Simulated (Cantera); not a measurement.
A closed system holds: 1 mol CsCl, 0.089 mol H₂O, 2.3 mol N₂, 0.21 mol HCl, held at 1425 °C and 1.90 Pa.

Method: chemical equilibrium by Gibbs-energy minimisation in Cantera with the NASA 1993 tables (ideal gas, pure condensed phases). Candidate condensed phases: Cs, CsCl, CsOH, H₂O, NH₄Cl; 37 gas species. Equilibrium is a limit: real reactors are often held back by kinetics, nucleation or transport.

Base state: N₂ 0.633, CsCl 0.273, HCl 0.0448, H₂O 0.0231, Cl 0.0146, H₂ 0.00625, H 0.00262, Cs 0.00162 (mole fractions); condensed: gas only.

Problem. What changes in the equilibrium state with this change: temperature from 1425 °C to 1000 °C?

Solution. 
```json
[
 {"species": "N₂", "before": "0.633", "after": "0.639"},
 {"species": "CsCl", "before": "0.273", "after": "0.278"},
 {"species": "HCl", "before": "0.0448", "after": "0.0578"},
 {"species": "Cl", "before": "0.0146", "after": "0.000503"},
 {"species": "H₂O", "before": "0.0231", "after": "0.0247"},
 {"species": "O", "before": "0.000168", "after": "2.92e-8"},
 {"species": "Cs", "before": "0.00162", "after": "1.32e-6"},
 {"species": "H", "before": "0.00262", "after": "2.61e-6"},
 {"species": "O₂", "before": "0.000279", "after": "1.40e-6"},
 {"species": "OH", "before": "0.000499", "after": "2.92e-6"}
]
```

Problem. What changes in the equilibrium state with this change: HCl from 0.21 to 0.024 mol?

Solution. 
```
species    before     after
-------  --------  --------
N₂          0.633     0.668
CsCl        0.273     0.285
H₂O        0.0231    0.0214
HCl        0.0448   0.00842
Cl         0.0146   0.00435
O₂       0.000279   0.00150
CsOH      2.34e-5  0.000120
Cs        0.00162   0.00568
H₂        0.00625   0.00249
```

Problem. What changes in the equilibrium state with this change: temperature from 1425 °C to 827 °C?

Solution. 
```json
[
 {"species": "N₂", "before": "0.633", "after": "0.639"},
 {"species": "CsCl", "before": "0.273", "after": "0.278"},
 {"species": "HCl", "before": "0.0448", "after": "0.0583"},
 {"species": "Cl", "before": "0.0146", "after": "5.75e-5"},
 {"species": "H₂O", "before": "0.0231", "after": "0.0247"},
 {"species": "O", "before": "0.000168", "after": "<1e-9"},
 {"species": "Cs", "before": "0.00162", "after": "1.61e-8"},
 {"species": "H", "before": "0.00262", "after": "3.19e-8"}
]
```
